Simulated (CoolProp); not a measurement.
Vapour-liquid equilibrium of m-xylene (1) + n-undecane (2) at 0.156 bar; x and y are mole fractions of (1).

Values from CoolProp's multi-fluid Helmholtz-energy mixture model, Zhou 2012 and Aleksandrov 2011; pair parameters Bell 2016.

```
x      bubble temperature, mixture model (K)  bubble temperature, Raoult's law (K)  y, mixture model  y, Raoult's law
-----  -------------------------------------  ------------------------------------  ----------------  ---------------
0.05                                       …                                 399.5             0.217            0.228
0.125                                      …                                 392.2             0.443            0.460
0.2                                    386.9                                 386.1                 …            0.610
0.275                                  381.8                                 381.0             0.700            0.713
0.35                                       …                                 376.6             0.776            0.786
0.425                                      …                                 372.8                 …            0.839
0.5                                    370.1                                 369.4             0.874            0.880
0.575                                      …                                 366.4             0.907            0.911
0.65                                   364.2                                 363.7                 …            0.935
0.725                                  361.6                                 361.3             0.954            0.954
0.8                                    359.3                                 359.1             0.970            0.970
0.875                                  357.1                                 357.0             0.983            0.983
0.95                                   355.2                                 355.2             0.994            0.994
```

### Question
Fill in the missing entries.

### Answer

- 0.05, bubble temperature, mixture model (K): 399.8
- 0.125, bubble temperature, mixture model (K): 392.8
- 0.2, y, mixture model: 0.595
- 0.35, bubble temperature, mixture model (K): 377.4
- 0.425, bubble temperature, mixture model (K): 373.5
- 0.425, y, mixture model: 0.832
- 0.575, bubble temperature, mixture model (K): 367.0
- 0.65, y, mixture model: 0.933

The largest gap from Raoult's law is +0.8 K in bubble temperature, at x = 0.35. No azeotrope shows between x = 0.05 and 0.95.

Pair parameters are fitted to limited data, so mixtures are less certain than the pure fluids.
